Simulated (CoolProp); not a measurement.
Saturated liquid density (kg/m³) of CHF3 (R23): the reference equation beside estimates from Tc = 299.3 K, pc = 4.832 MPa, ω = 0.263. Rackett uses Z = 0.29056 − 0.08775 ω.

Model: reference Helmholtz-energy equation of state, Penoncello 2003, in CoolProp.

```tsv
T (K)	reference	Rackett	Redlich-Kwong	Soave-Redlich-Kwong
168.3	1530	1440	[?]	1305
179.2	1490	1404	1235	[?]
190.1	[?]	1366	[?]	1240
201.1	1407	1326	1158	1203
212	1363	[?]	1115	1163
222.9	1316	1241	1068	1118
233.8	1267	1194	[?]	1068
244.7	[?]	1144	962.6	1013
255.7	1152	1087	[?]	948.8
```

### Question
What belongs in the gaps?

### Answer

- 168.3, Redlich-Kwong: 1269
- 179.2, Soave-Redlich-Kwong: 1274
- 190.1, reference: 1450
- 190.1, Redlich-Kwong: 1198
- 212, Rackett: 1285
- 233.8, Redlich-Kwong: 1018
- 244.7, reference: 1212
- 255.7, Redlich-Kwong: 900.2

Absolute difference from the reference over all 9 rows, mean and median: Rackett 5.7 and 5.8 %, Redlich-Kwong 18.7 and 18.2 %, Soave-Redlich-Kwong 15.3 and 14.7 %.
